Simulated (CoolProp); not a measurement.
A simple Rankine cycle with R236FA: condensing at 311.15 K, boiler at 1.91 MPa, turbine inlet 399 K, turbine efficiency 0.8, pump efficiency 0.6, no recuperator. Each further row changes one setting.

Values from CoolProp's reference Helmholtz-energy equation of state, Pan 2012.

| case | thermal efficiency (%) | net work (kJ/kg) | heat in (kJ/kg) | turbine exit temperature (K) | volume ratio over the turbine |
|---|---|---|---|---|---|
| as stated | 9.7 | 19.6 | 203 | 359.5 | 5.18 |
| condensing temperature 303.15 K | 10.9 | 23.1 | 213 | 354.5 | 6.65 |
| boiler pressure 1.34 MPa | 7.8 | 16.5 | 211 | 371.3 | 3.40 |
| turbine efficiency 0.7 | 8.4 | 17.0 | 203 | 362.3 | 5.23 |
